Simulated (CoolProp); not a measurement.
The fluid at 298.15 K and 0.0575 MPa is compressed adiabatically to 0.164 MPa with isentropic efficiency 0.7. The same conditions are run with several fluids, on thermodynamics alone (safety and materials aside).

The numbers come from the reference Helmholtz-energy equation of state of each fluid (R124: de Vries 1995; R1336mzz(E): Akasaka 2023; R1224YDZ: Akasaka 2023; dry air: Lemmon 2000; chlorine: Thol 2021) in CoolProp. Blends and air are pseudo-pure fits.

```json
[
 {"fluid": "R124", "work (kJ/kg)": "27.8", "final temperature (K)": "336.5", "final density (kg/m³)": "8.23"},
 {"fluid": "R1336mzz(E)", "work (kJ/kg)": "22.6", "final temperature (K)": "327.2", "final density (kg/m³)": "10.4"},
 {"fluid": "R1224YDZ", "work (kJ/kg)": "25.1", "final temperature (K)": "332.1", "final density (kg/m³)": "?"},
 {"fluid": "dry air", "work (kJ/kg)": "?", "final temperature (K)": "?", "final density (kg/m³)": "?"},
 {"fluid": "chlorine", "work (kJ/kg)": "59.1", "final temperature (K)": "419.2", "final density (kg/m³)": "3.36"}
]
```

Q: Complete the blanks.

A: 
- R1224YDZ, final density (kg/m³): 9.23
- dry air, work (kJ/kg): 149
- dry air, final temperature (K): 445.9
- dry air, final density (kg/m³): 1.28
